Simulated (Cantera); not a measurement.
Input (Python, Cantera):

```python
import numpy as np
import cantera as ct

gas = ct.Solution("gri30.yaml")
gas.TPX = 1325, 82000, {'H2': 1.7, 'O2': 1, 'N2': 0.69}
inlet = ct.Reservoir(gas, clone=True)

reactor = ct.IdealGasConstPressureReactor(gas, energy="off", clone=False)
exhaust = ct.Reservoir(gas, clone=True)
tau = [0.98, 0.34, 0.12, 0.039, 0.014, 0.0046, 0.0016][0]
for a, b in ((inlet, reactor), (reactor, exhaust)):
    ct.MassFlowController(a, b, mdot=lambda t: reactor.mass / tau)
net = ct.ReactorNet([reactor])
show = ['H2', 'O2', 'NO', 'H', 'OH', 'O', 'H2O']

rows = []
print(f"{'tau/s':>10s}{'T/K':>9s}" + "".join(f"{s:>11s}" for s in show))
for tau in [0.98, 0.34, 0.12, 0.039, 0.014, 0.0046, 0.0016]:
    net.initial_time = 0.0
    net.advance(30 * tau)
    before = gas.X
    net.advance(40 * tau)
    drift = np.max(np.abs(gas.X - before) / (gas.X + 1e-9))
    rows.append([gas.T, *gas[show].X, drift])
    print(f"{tau:10.3e}{gas.T:9.1f}" + "".join(f"{x:11.3e}" for x in gas[show].X))
```

Output:

```
     tau/s      T/K         H2         O2         NO          H         OH          O        H2O
 9.800e-01   1325.0  2.685e-04  5.911e-02  1.918e-07  3.227e-06  2.291e-04  6.804e-06  6.688e-01
 3.400e-01   1325.0  5.494e-04  5.921e-02  1.912e-07  9.118e-06  3.192e-04  1.452e-05  6.683e-01
 1.200e-01   1325.0  1.088e-03  5.942e-02  1.794e-07  2.535e-05  4.518e-04  3.169e-05  6.675e-01
 3.900e-02   1325.0  2.207e-03  5.986e-02  1.813e-07  7.627e-05  6.755e-04  7.509e-05  6.658e-01
 1.400e-02   1325.0  4.099e-03  6.063e-02  2.228e-07  2.072e-04  9.946e-04  1.643e-04  6.629e-01
 4.600e-03   1325.0  7.859e-03  6.221e-02  3.517e-07  6.063e-04  1.528e-03  3.747e-04  6.570e-01
 1.600e-03   1325.0  1.431e-02  6.501e-02  6.084e-07  1.640e-03  2.289e-03  7.890e-04  6.467e-01
```

Detailed kinetics in Cantera: GRI-Mech 3.0 (53 species, 325 reactions). The temperature is held fixed by assumption; the heat of reaction is taken as removed at once.
